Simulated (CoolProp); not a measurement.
Vapour-liquid equilibrium of R152A (1) + R113 (2) at 0.403 MPa; x and y are mole fractions of (1).

Values from CoolProp's multi-fluid Helmholtz-energy mixture model, Outcalt 1996 and Marx 1992; pair parameters Bell 2016.

```tsv
x	bubble temperature, mixture model (K)	bubble temperature, Raoult's law (K)	y, mixture model	y, Raoult's law
0.05	[?]	356.8	[?]	0.313
0.2	[?]	331.5	0.777	0.716
0.35	305.4	316.3	[?]	0.859
0.5	298.4	305.9	[?]	0.925
0.65	294.0	298.1	[?]	0.961
0.8	290.4	292.0	0.963	0.983
0.95	[?]	287.0	[?]	0.996
```

Some entries are withheld; supply them.


- 0.05, bubble temperature, mixture model (K): 351.8
- 0.05, y, mixture model: 0.366
- 0.2, bubble temperature, mixture model (K): 319.5
- 0.35, y, mixture model: 0.879
- 0.5, y, mixture model: 0.918
- 0.65, y, mixture model: 0.942
- 0.95, bubble temperature, mixture model (K): 286.8
- 0.95, y, mixture model: 0.989

The largest gap from Raoult's law is -12.0 K in bubble temperature, at x = 0.2. No azeotrope shows between x = 0.05 and 0.95.

The pair parameters rest on a limited set of measurements; away from them the model extrapolates.
